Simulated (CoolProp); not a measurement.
A single-stage vapour-compression cycle with the fluid: evaporating at 198.15 K (dew point), condensing at 259.15 K (bubble point), superheat 2 K, subcooling 5 K, compressor efficiency 0.85, no pressure losses. The same conditions are run with several fluids, on thermodynamics alone (safety and materials aside).

Computed with CoolProp (reference Helmholtz-energy equation of state of each fluid (carbonyl sulfide: Lemmon 2006; CH2F2 (R32): Tillner-Roth 1997; C2F6 (R116): Lemmon 2006; R22: Kamei 1995; fluoroethane (R161): Wu 2012; CH3F (R41): Lemmon 2006)).

| fluid | cooling COP | pressure ratio | discharge temperature (K) | refrigerating effect (kJ/kg) | volumetric capacity (kJ/m³) |
|---|---|---|---|---|---|
| carbonyl sulfide | 2.17 | 15.4 | 380.1 | 259 | 257 |
| CH2F2 (R32) | 2.10 | 19.3 | 386.9 | 318 | 264 |
| C2F6 (R116) | 1.76 | 10.5 | 266.9 | 58.3 | 607 |
| R22 | 2.20 | 20.9 | 346.6 | 194 | 150 |
| fluoroethane (R161) | 2.22 | 21.6 | 341.4 | 355 | 128 |
| CH3F (R41) | 2.05 | 11.3 | 369.2 | 363 | 945 |
